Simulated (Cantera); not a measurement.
Cantera run, input and output.

```python
import numpy as np
import cantera as ct

gas = ct.Solution("h2o2.yaml")
gas.TPX = 998, 140, {'H2': 0.011, 'O2': 1, 'N2': 3.4}
reactor = ct.IdealGasConstPressureReactor(gas, energy="off", clone=False)
net = ct.ReactorNet([reactor])
net.rtol, net.atol = 1e-08, 1e-18
show = ['H2', 'O2', 'H2O', 'O', 'H2O2', 'H']
times = np.geomspace(5e-05, 6, 15)

steps = ct.SolutionArray(gas, extra=["t"])
rows = []
print(f"{'t/s':>10s}{'T/K':>9s}{'P/Pa':>11s}" + "".join(f"{s:>11s}" for s in show))
for t in times:
    while net.time < t:
        t_next = net.step()
        steps.append(gas.state, t=t_next)
    rows.append([np.interp(t, steps.t, y) for y in (steps.T, steps.P, *steps(*show).X.T)])
    print(f"{t:10.3e}{rows[-1][0]:9.1f}{rows[-1][1]:11.4g}" + "".join(f"{x:11.3e}" for x in rows[-1][2:]))
rate = np.gradient(steps.T, steps.t)
print("integrator steps:", len(steps.t))
if steps.T.max() > steps.T[0] + 200:
    print(f"time of steepest temperature rise: {steps.t[rate.argmax()]:.4e} s")
gas.TPX = 998, 140, {'H2': 0.011, 'O2': 1, 'N2': 3.4}
gas.equilibrate("TP")
print(f"equilibrium (TP): T = {gas.T:.1f} K  " + "  ".join(f"{s} {gas[s].X[0]:.3e}" for s in show))
```

It prints:

```
       t/s      T/K       P/Pa         H2         O2        H2O          O       H2O2          H
 5.000e-05    998.0        140  2.494e-03  2.267e-01  1.615e-19  1.346e-16  1.932e-21  2.713e-14
 1.153e-04    998.0        140  2.494e-03  2.267e-01  1.691e-18  6.699e-16  9.660e-21  6.219e-14
 2.658e-04    998.0        140  2.494e-03  2.267e-01  1.836e-17  3.504e-15  5.100e-20  1.415e-13
 6.129e-04    998.0        140  2.494e-03  2.267e-01  2.108e-16  1.820e-14  2.708e-19  3.162e-13
 1.413e-03    998.0        140  2.494e-03  2.267e-01  2.385e-15  9.161e-14  1.429e-18  6.812e-13
 3.258e-03    998.0        140  2.494e-03  2.267e-01  2.640e-14  4.387e-13  7.584e-18  1.364e-12
 7.512e-03    998.0        140  2.494e-03  2.267e-01  2.657e-13  1.913e-12  4.032e-17  2.446e-12
 1.732e-02    998.0        140  2.494e-03  2.267e-01  2.302e-12  7.537e-12  2.141e-16  4.196e-12
 3.994e-02    998.0        140  2.494e-03  2.267e-01  1.802e-11  3.069e-11  1.138e-15  9.047e-12
 9.208e-02    998.0        140  2.494e-03  2.267e-01  1.694e-10  1.823e-10  6.042e-15  3.695e-11
 2.123e-01    998.0        140  2.494e-03  2.267e-01  4.577e-09  3.964e-09  3.264e-14  7.199e-10
 4.895e-01    998.0        140  2.489e-03  2.267e-01  4.047e-06  3.418e-06  1.178e-12  6.209e-07
 1.129e+00    998.0        140  7.376e-05  2.247e-01  2.175e-03  1.757e-03  1.337e-09  3.284e-04
 2.602e+00    998.0        140  1.175e-05  2.246e-01  2.343e-03  1.858e-03  4.347e-10  1.897e-04
 6.000e+00    998.0        140  9.916e-06  2.248e-01  2.370e-03  1.571e-03  4.373e-10  1.474e-04
integrator steps: 654
equilibrium (TP): T = 998.0 K  H2 1.164e-11  O2 2.257e-01  H2O 2.497e-03  O 1.891e-09  H2O2 1.218e-13  H 1.974e-13
```

Detailed kinetics in Cantera: the H2/O2 subset of GRI-Mech 3.0, which has no nitrogen chemistry. Radical loss at walls, strong at low pressure, is not modelled.
